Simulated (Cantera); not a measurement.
Input (Python, Cantera):

```python
import numpy as np
import cantera as ct

gas = ct.Solution("gri30.yaml")
gas.TPX = 1125, 1000000, {'CH2O': 0.01, 'O2': 0.017, 'N2': 1}
inlet = ct.Reservoir(gas, clone=True)

reactor = ct.IdealGasConstPressureReactor(gas, energy="off", clone=False)
exhaust = ct.Reservoir(gas, clone=True)
tau = [11, 4.9, 2.3, 1.1, 0.49, 0.23, 0.11, 0.05, 0.023, 0.011, 0.005][0]
for a, b in ((inlet, reactor), (reactor, exhaust)):
    ct.MassFlowController(a, b, mdot=lambda t: reactor.mass / tau)
net = ct.ReactorNet([reactor])
show = ['CH2O', 'O2', 'O', 'H2', 'CH2CO', 'C2H2', 'H2O']

rows = []
print(f"{'tau/s':>10s}{'T/K':>9s}" + "".join(f"{s:>11s}" for s in show))
for tau in [11, 4.9, 2.3, 1.1, 0.49, 0.23, 0.11, 0.05, 0.023, 0.011, 0.005]:
    net.initial_time = 0.0
    net.advance(30 * tau)
    before = gas.X
    net.advance(40 * tau)
    drift = np.max(np.abs(gas.X - before) / (gas.X + 1e-9))
    rows.append([gas.T, *gas[show].X, drift])
    print(f"{tau:10.3e}{gas.T:9.1f}" + "".join(f"{x:11.3e}" for x in gas[show].X))
```

Output:

```
     tau/s      T/K       CH2O         O2          O         H2      CH2CO       C2H2        H2O
 1.100e+01   1125.0  5.079e-06  6.970e-03  1.539e-08  3.319e-06  1.817e-16  5.834e-23  9.727e-03
 4.900e+00   1125.0  8.547e-06  7.071e-03  2.460e-08  6.525e-06  9.336e-16  3.762e-22  9.718e-03
 2.300e+00   1125.0  1.370e-05  7.216e-03  3.671e-08  1.261e-05  4.327e-15  2.232e-21  9.705e-03
 1.100e+00   1125.0  2.156e-05  7.426e-03  5.205e-08  2.438e-05  1.910e-14  1.287e-20  9.683e-03
 4.900e-01   1125.0  3.547e-05  7.764e-03  7.226e-08  5.064e-05  9.331e-14  8.613e-20  9.638e-03
 2.300e-01   1125.0  5.703e-05  8.211e-03  9.233e-08  1.000e-04  3.834e-13  4.801e-19  9.561e-03
 1.100e-01   1125.0  9.206e-05  8.787e-03  1.095e-07  1.915e-04  1.385e-12  2.334e-18  9.426e-03
 5.000e-02   1125.0  1.570e-04  9.545e-03  1.204e-07  3.712e-04  4.812e-12  1.092e-17  9.168e-03
 2.300e-02   1125.0  2.709e-04  1.038e-02  1.207e-07  6.679e-04  1.412e-11  4.060e-17  8.740e-03
 1.100e-02   1125.0  4.588e-04  1.118e-02  1.117e-07  1.052e-03  3.352e-11  1.077e-16  8.144e-03
 5.000e-03   1125.0  8.014e-04  1.197e-02  9.586e-08  1.467e-03  7.002e-11  2.076e-16  7.345e-03
```

Cantera simulation using GRI-Mech 3.0 (53 species, 325 reactions); the numbers are that mechanism's predictions, not measurements.
